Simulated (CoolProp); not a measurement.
n-butane along the isobar 15 bar: fugacity coefficient from the reference equation and from simpler models built on Tc = 152.0 °C, pc = 37.96 bar, ω = 0.201; each cubic takes its own stable root.

Computed with CoolProp (reference Helmholtz-energy equation of state, Bücker 2006).

```csv
T (°C),phase,reference,van der Waals,Redlich-Kwong,Soave-Redlich-Kwong
11.15,liquid,0.1033,0.3741,0.1481,0.1039
29.95,liquid,0.1829,0.4974,0.2471,0.1854
48.75,liquid,0.2974,0.6367,0.3797,0.3030
67.45,liquid,0.4494,0.7881,0.5440,0.4591
86.25,liquid,0.6410,0.8247,0.7375,0.6546
105.05,gas,0.8039,0.8451,0.8153,0.8084
123.85,gas,0.8343,0.8623,0.8395,0.8357
142.55,gas,0.8585,0.8769,0.8595,0.8583
161.35,gas,0.8785,0.8895,0.8764,0.8774
180.15,gas,0.8950,0.9005,0.8908,0.8937
198.95,gas,0.9090,0.9101,0.9032,0.9076
217.65,gas,0.9207,0.9185,0.9138,0.9194
236.45,gas,0.9308,0.9260,0.9231,0.9298
```

At some of these states van der Waals gives the other phase, because its saturation line lies elsewhere.
